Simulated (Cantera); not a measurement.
Mixture: C₃H₈ : O₂ : N₂ : CO₂ = 1 : 5.26 : 32.6 : 3.3 (molar parts), equivalence ratio 0.95, at 1.40 bar, adiabatic and at constant pressure. Ignition delay is the time to a rise of 400 K.

Detailed kinetics in Cantera: GRI-Mech 3.0 (53 species, 325 reactions). GRI-Mech 3.0 was tuned for natural gas; its chemistry of propane as a main component is partial and can be far from experiment.

Q: What does this change do: pressure from 1.40 bar to 3.30 bar?

A: 
```
quantity                                                before       after
--------------------------------------------------  ----------  ----------
delay at 1298 K                                        1.26 ms    0.830 ms
delay at 1398 K                                       0.289 ms    0.185 ms
delay at 1498 K                                        94.1 µs     57.1 µs
delay at 1598 K                                        41.2 µs     23.4 µs
delay at 1698 K                                        22.5 µs     12.0 µs
apparent activation energy between 1648 and 1748 K  120 kJ/mol  140 kJ/mol
```

Q: What does this change do: constant volume in place of constant pressure?

A: 
```csv
quantity,before,after
delay at 1298 K,1.26 ms,1.19 ms
delay at 1398 K,0.289 ms,0.268 ms
delay at 1498 K,94.1 µs,85.4 µs
delay at 1598 K,41.2 µs,36.4 µs
delay at 1698 K,22.5 µs,19.3 µs
apparent activation energy between 1648 and 1748 K,120 kJ/mol,130 kJ/mol
```
